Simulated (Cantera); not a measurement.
Input: 1 mol FeS2, 0.3 mol H2S, 2.5 mol CO2, held at 0.133 bar.

Cantera equilibrium calculation (NASA polynomials, part measured and part estimated; ideal gas, pure solids and liquids). Candidate condensed phases: C, C6H6, C7H8, C8H18, Fe, Fe(CO)5, FeO, Fe(OH)2, Fe(OH)3, FeS, FeSO4, FeS2, Fe2O3, Fe2(SO4)3, Fe3O4, H2O, H2SO4, S; 127 gas species. FeS: taken at fixed stoichiometry. Gases not in the tables: S3 to S7. The numbers say what is thermodynamically allowed, not how fast it happens.

Problem. At 1002 °C, list the 7 most abundant gas species with their mole fractions, and the condensed phases.

Solution. CO2 0.603, S2 0.163, CO 0.113, H2O 0.0652, SO2 0.0265, H2S 0.0141, H2 0.00733. Condensed: FeS(s).
